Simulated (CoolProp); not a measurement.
Properties of benzene along the isotherm 458.7 K.

Computed with CoolProp (reference Helmholtz-energy equation of state, Thol 2012).

| p (kPa) | phase | speed of sound (m/s) | viscosity (µPa s) | conductivity (mW/(m K)) |
|---|---|---|---|---|
| 460 | gas | 215.1 | 11.5 | 26.3 |
| 920 | gas | 199.0 | 11.4 | 27.2 |
| 1380 | liquid | 619.6 | 132 | 92.9 |
| 1840 | liquid | 626.4 | 133 | 93.4 |
| 2300 | liquid | 633.0 | 134 | 93.9 |
| 2760 | liquid | 639.4 | 135 | 94.3 |
| 3220 | liquid | 645.8 | 136 | 94.8 |
| 3680 | liquid | 652.0 | 137 | 95.2 |
| 4140 | liquid | 658.1 | 138 | 95.7 |
| 4600 | liquid | 664.0 | 139 | 96.1 |
| 5060 | liquid | 669.9 | 140 | 96.5 |
| 5520 | liquid | 675.6 | 141 | 96.9 |
| 5980 | liquid | 681.2 | 142 | 97.3 |
| 6440 | liquid | 686.8 | 143 | 97.7 |
| 6900 | liquid | 692.2 | 144 | 98.1 |
| 7360 | liquid | 697.6 | 145 | 98.5 |

Viscosity comes from a separate model (Avgeri 2014). Thermal conductivity comes from a separate model (Assael 2012).
